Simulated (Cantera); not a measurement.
Input: 1 mol Si2H6, 4.3 mol H2O, 27 mol N2, held at 1625 K and 100000 Pa.

These are equilibrium values from Cantera (NASA tables, ideal gas, pure condensed phases), not measurements of a reactor. Candidate condensed phases: H2O, Si, SiO2, Si2N2O, Si3N4; 35 gas species. The feed counts by its element totals alone. The tables hold silica as quartz up to 1696 K and as liquid above; real silica turns to tridymite and cristobalite and melts near 1996 K. Equilibrium is a limit: real reactors are often held back by kinetics, nucleation or transport.

Base state: N2 0.787, H2 0.204, H2O 0.00875, H 3.19e-5 (mole fractions); condensed: SiO2(β-quartz).

### Question
What changes in the equilibrium state with this change: Si2H6 replaced by SiH4?

### Answer
| species | before | after |
|---|---|---|
| N2 | 0.787 | 0.811 |
| H2 | 0.204 | 0.120 |
| H2O | 0.00875 | 0.0691 |
| H | 3.19e-5 | 2.45e-5 |
| SiO2(β-quartz), mol | 2.00 | 1.000 |
Gases not in the tables: Si(OH)4.
